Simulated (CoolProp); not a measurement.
Saturated liquid density (kg/m³) of CH3F (R41): the reference equation beside estimates from Tc = 317.3 K, pc = 5.906 MPa, ω = 0.200. Rackett uses Z = 0.29056 − 0.08775 ω.

The numbers come from the reference Helmholtz-energy equation of state, Lemmon 2006 in CoolProp. It is a short technical equation, of lower accuracy than the large ones.

| T (K) | reference | Rackett | van der Waals | Soave-Redlich-Kwong | Peng-Robinson |
|---|---|---|---|---|---|
| 167 | 936.7 | 796.7 | 492.1 | 740.8 | 834.3 |
| 182.7 | 905.9 | 771.1 | 477.3 | 718.3 | 810.2 |
| 198.4 | 873.6 | 744.3 | 461.4 | 693.3 | 783.3 |
| 214.1 | 839.4 | 715.9 | 444.2 | 665.2 | 752.8 |
| 229.8 | 802.6 | 685.5 | 425.5 | 633.5 | 717.9 |
| 245.6 | 762.1 | 652.3 | 404.6 | 597.1 | 677.3 |
| 261.3 | 717.2 | 615.6 | 381.2 | 555.0 | 629.8 |
| 277 | 665.2 | 573.4 | 353.9 | 504.9 | 572.5 |
| 292.7 | 601.1 | 521.6 | 320.5 | 442.3 | 499.7 |
| 308.4 | 507.3 | 445.4 | 273.0 | 353.4 | 394.8 |

Absolute difference from the reference over all 10 rows, mean and median: Rackett 14.2 and 14.5 %, van der Waals 46.9 and 46.9 %, Soave-Redlich-Kwong 22.9 and 21.4 %, Peng-Robinson 12.9 and 11.0 %.
